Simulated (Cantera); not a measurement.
A Cantera script and its output.

```python
import numpy as np
import cantera as ct

gas = ct.Solution("h2o2.yaml")
gas.TPX = 975, 3500, {'H2': 0.089, 'O2': 1}
reactor = ct.IdealGasConstPressureReactor(gas, energy="off", clone=False)
net = ct.ReactorNet([reactor])
net.rtol, net.atol = 1e-08, 1e-18
show = ['H2', 'O2', 'O', 'H2O2', 'H2O', 'H', 'HO2']
times = np.geomspace(0.0001, 2, 14)

steps = ct.SolutionArray(gas, extra=["t"])
rows = []
print(f"{'t/s':>10s}{'T/K':>9s}{'P/Pa':>11s}" + "".join(f"{s:>11s}" for s in show))
for t in times:
    while net.time < t:
        t_next = net.step()
        steps.append(gas.state, t=t_next)
    rows.append([np.interp(t, steps.t, y) for y in (steps.T, steps.P, *steps(*show).X.T)])
    print(f"{t:10.3e}{rows[-1][0]:9.1f}{rows[-1][1]:11.4g}" + "".join(f"{x:11.3e}" for x in rows[-1][2:]))
rate = np.gradient(steps.T, steps.t)
print("integrator steps:", len(steps.t))
if steps.T.max() > steps.T[0] + 200:
    print(f"time of steepest temperature rise: {steps.t[rate.argmax()]:.4e} s")
gas.TPX = 975, 3500, {'H2': 0.089, 'O2': 1}
gas.equilibrate("TP")
print(f"equilibrium (TP): T = {gas.T:.1f} K  " + "  ".join(f"{s} {gas[s].X[0]:.3e}" for s in show))
```

It prints:

```
       t/s      T/K       P/Pa         H2         O2          O       H2O2        H2O          H        HO2
 1.000e-04    975.0       3500  8.173e-02  9.183e-01  5.312e-11  7.772e-15  4.758e-11  8.616e-11  9.785e-11
 2.142e-04    975.0       3500  8.173e-02  9.183e-01  2.629e-10  3.673e-14  3.704e-10  2.927e-10  2.209e-10
 4.589e-04    975.0       3500  8.173e-02  9.183e-01  2.774e-09  1.950e-13  5.252e-09  2.695e-09  6.533e-10
 9.830e-04    975.0       3500  8.173e-02  9.183e-01  2.731e-07  4.863e-12  5.559e-07  2.612e-07  2.333e-08
 2.106e-03    975.0       3500  7.208e-02  9.128e-01  3.097e-03  2.062e-07  7.304e-03  3.502e-03  1.648e-05
 4.511e-03    975.0       3500  2.516e-03  9.059e-01  6.838e-03  8.348e-07  7.929e-02  3.755e-03  2.507e-05
 9.663e-03    975.0       3500  4.127e-04  9.134e-01  1.148e-03  4.958e-07  8.441e-02  1.568e-04  1.218e-05
 2.070e-02    975.0       3500  9.926e-05  9.145e-01  2.310e-04  3.219e-07  8.500e-02  1.242e-05  4.944e-06
 4.434e-02    975.0       3500  2.633e-05  9.147e-01  5.331e-05  1.998e-07  8.514e-02  1.369e-06  1.822e-06
 9.498e-02    975.0       3500  6.647e-06  9.148e-01  1.373e-05  1.132e-07  8.518e-02  1.822e-07  6.171e-07
 2.035e-01    975.0       3500  1.471e-06  9.148e-01  3.937e-06  5.967e-08  8.519e-02  2.814e-08  2.036e-07
 4.358e-01    975.0       3500  2.784e-07  9.148e-01  1.257e-06  2.998e-08  8.520e-02  5.033e-09  6.960e-08
 9.336e-01    975.0       3500  5.078e-08  9.148e-01  4.452e-07  1.477e-08  8.520e-02  1.049e-09  2.564e-08
 2.000e+00    975.0       3500  1.230e-08  9.148e-01  1.724e-07  7.294e-09  8.521e-02  2.511e-10  1.023e-08
integrator steps: 1447
equilibrium (TP): T = 975.0 K  H2 1.951e-11  O2 9.148e-01  O 3.712e-10  H2O2 3.092e-11  H2O 8.521e-02  H 2.718e-14  HO2 7.439e-10
```

Computed with Cantera and the H2/O2 subset of GRI-Mech 3.0, which has no nitrogen chemistry. Radical loss at walls, strong at low pressure, is not modelled. The temperature is held fixed by assumption; the heat of reaction is taken as removed at once.
